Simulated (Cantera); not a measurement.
Input: 1 mol CuO, 2.3 mol C, 1.2 mol CO, held at 0.0290 bar.

Cantera equilibrium calculation (NASA polynomials, part measured and part estimated; ideal gas, pure solids and liquids). Candidate condensed phases: C, Cu, CuO, Cu2O; 15 gas species. Equilibrium is a limit: real reactors are often held back by kinetics, nucleation or transport. All values below are at 1750 K.

Base state: CO 0.990, Cu 0.0103, Cu2 1.58e-5 (mole fractions); condensed: C(graphite) + Cu(l).

**Question.** What changes in the equilibrium state with this change: CuO replaced by Ta2O5?

**Answer.** 
```json
[
 {"species": "CO", "before": "0.990", "after": "0.999"},
 {"species": "CO2", "before": "2.89e-6", "after": "0.000742"},
 {"species": "Cu", "before": "0.0103", "after": "0"},
 {"species": "Cu2", "before": "1.58e-5", "after": "0"},
 {"species": "C(graphite), mol", "before": "1.30", "after": "0"},
 {"species": "Cu(l), mol", "before": "0.977", "after": "0"},
 {"species": "TaC(s), mol", "before": "0", "after": "0.658"},
 {"species": "Ta2O5(s), mol", "before": "0", "after": "0.671"}
]
```
Mutual solubility and eutectic melting of coexisting phases are not modelled. TaC: taken at fixed stoichiometry. Condensed phases not in the tables: Ta2C. Further candidate phases: Ta, TaC, Ta2O5.
